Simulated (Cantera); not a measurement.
A Cantera script and what it prints.

```python
import numpy as np
import cantera as ct

gas_names = """
    NO N CO2
""".split()
cond_names = """
    TaC(s) TaC(L) Ta(cr) Ta(L)
""".split()


# ... load() reads the species with a 1 bar reference pressure and builds the phases ...
species = {s.name: s for s in load("nasa_gas.yaml", gas_names) + load("nasa_condensed.yaml", cond_names)}
# Each term lists the table entries of one substance; the one whose range holds T is used.
reactions = {
    'TaC + 2 NO(g) = 2 N(g) + CO2(g) + Ta':
        [(-1, ['TaC(s)', 'TaC(L)']), (-2, ['NO']), (2, ['N']), (1, ['CO2']), (1, ['Ta(cr)', 'Ta(L)'])],
}


def pick(names, T):
    return next(species[n] for n in names if species[n].thermo.min_temp <= T <= species[n].thermo.max_temp)


results = []
for label, terms in reactions.items():
    print(label)
    print("     T/K   dH/kJ  dS/(J/K)   dG/kJ   log10 K")
    for T in [2250, 2275, 2300, 2325, 2350, 2375, 2400, 2425]:
        used = [(nu, pick(names, T)) for nu, names in terms]
        dH = sum(nu * s.thermo.h(T) for nu, s in used) / 1e6
        dS = sum(nu * s.thermo.s(T) for nu, s in used) / 1e3
        dG = dH - T * dS / 1e3
        logK = -dG * 1e6 / (ct.gas_constant * T * np.log(10))
        results.append((label, T, dH, dS, dG, logK, [s.name for _, s in used]))
        print(f"{T:8g} {dH:8.1f} {dS:8.1f} {dG:8.1f} {logK:8.2f}")
```

Result:

```
TaC + 2 NO(g) = 2 N(g) + CO2(g) + Ta
     T/K   dH/kJ  dS/(J/K)   dG/kJ   log10 K
    2250    520.5    108.0    277.5    -6.44
    2275    520.5    108.0    274.8    -6.31
    2300    520.5    108.0    272.1    -6.18
    2325    520.5    108.0    269.4    -6.05
    2350    520.5    108.0    266.7    -5.93
    2375    520.5    108.0    264.0    -5.81
    2400    520.5    108.0    261.3    -5.69
    2425    520.5    108.0    258.6    -5.57
```

Source: NASA polynomial tables (part measured, part estimated), evaluated in Cantera. TaC: taken at fixed stoichiometry. Condensed species are held in their standard states even where they would react or evaporate.
